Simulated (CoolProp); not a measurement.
A single-stage vapour-compression cycle with the fluid: evaporating at 216.15 K (dew point), condensing at 266.15 K (bubble point), superheat 5 K, subcooling 5 K, compressor efficiency 0.7, no pressure losses. The same conditions are run with several fluids, on thermodynamics alone (safety and materials aside).

Model: reference Helmholtz-energy equation of state of each fluid (R115: Lemmon 2016; R22: Kamei 1995; fluoroethane (R161): Wu 2012; propane: Lemmon 2009; R404A: Lemmon 2003), in CoolProp. Blends and air are pseudo-pure fits.

```json
[
 {"fluid": "R115", "cooling COP": "2.45", "pressure ratio": "…", "discharge temperature (K)": "284.1", "refrigerating effect (kJ/kg)": "92.3", "volumetric capacity (kJ/m³)": "336"},
 {"fluid": "R22", "cooling COP": "2.54", "pressure ratio": "8.87", "discharge temperature (K)": "347.6", "refrigerating effect (kJ/kg)": "197", "volumetric capacity (kJ/m³)": "419"},
 {"fluid": "fluoroethane (R161)", "cooling COP": "…", "pressure ratio": "9.12", "discharge temperature (K)": "343.3", "refrigerating effect (kJ/kg)": "…", "volumetric capacity (kJ/m³)": "362"},
 {"fluid": "propane", "cooling COP": "2.57", "pressure ratio": "7.63", "discharge temperature (K)": "313.3", "refrigerating effect (kJ/kg)": "344", "volumetric capacity (kJ/m³)": "…"},
 {"fluid": "R404A", "cooling COP": "2.45", "pressure ratio": "8.67", "discharge temperature (K)": "305.8", "refrigerating effect (kJ/kg)": "…", "volumetric capacity (kJ/m³)": "470"}
]
```

**Question.** Some entries are withheld; supply them.

**Answer.** 
- R115, pressure ratio: 8.29
- fluoroethane (R161), cooling COP: 2.56
- fluoroethane (R161), refrigerating effect (kJ/kg): 361
- propane, volumetric capacity (kJ/m³): 421
- R404A, refrigerating effect (kJ/kg): 153
